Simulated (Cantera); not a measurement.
Feed: 1 mol Si2H6, 0.28 mol NO, held at 2.70 mbar.

Equilibrium computed with Cantera from the NASA thermochemical tables; the gas is ideal and each condensed phase is pure. Candidate condensed phases: H2O, Si, SiO2, Si2N2O, Si3N4; 35 gas species. The feed counts by its element totals alone. Mutual solubility and eutectic melting of coexisting phases are not modelled. The tables hold silica as quartz up to 1696 K and as liquid above; real silica turns to tridymite and cristobalite and melts near 1996 K. Equilibrium is a limit: real reactors are often held back by kinetics, nucleation or transport.

Question: Which condensed phases are stable at each of these points (T (K)): 900, 1000, 1100, 1200, 1300, 1400, 1500, 1600?

Answer: 
```json
[
 {"T (K)": "900", "condensed phases": "Si(s) + SiO2(β-quartz) + Si2N2O(s)", "Si condensed (%)": "100.0"},
 {"T (K)": "1000", "condensed phases": "Si(s) + SiO2(β-quartz) + Si2N2O(s)", "Si condensed (%)": "100.0"},
 {"T (K)": "1100", "condensed phases": "Si(s) + SiO2(β-quartz) + Si2N2O(s)", "Si condensed (%)": "100.0"},
 {"T (K)": "1200", "condensed phases": "Si(s) + SiO2(β-quartz) + Si2N2O(s)", "Si condensed (%)": "100.0"},
 {"T (K)": "1300", "condensed phases": "Si(s) + SiO2(β-quartz) + Si2N2O(s)", "Si condensed (%)": "99.6"},
 {"T (K)": "1400", "condensed phases": "Si(s) + SiO2(β-quartz) + Si2N2O(s)", "Si condensed (%)": "95.8"},
 {"T (K)": "1500", "condensed phases": "Si(s) + Si2N2O(s)", "Si condensed (%)": "93.0"},
 {"T (K)": "1600", "condensed phases": "Si(s) + Si2N2O(s)", "Si condensed (%)": "91.9"}
]
```

From 900 K to 1400 K the condensed part is Si(s) + SiO2(β-quartz) + Si2N2O(s). From 1500 K to 1600 K the condensed part is Si(s) + Si2N2O(s).
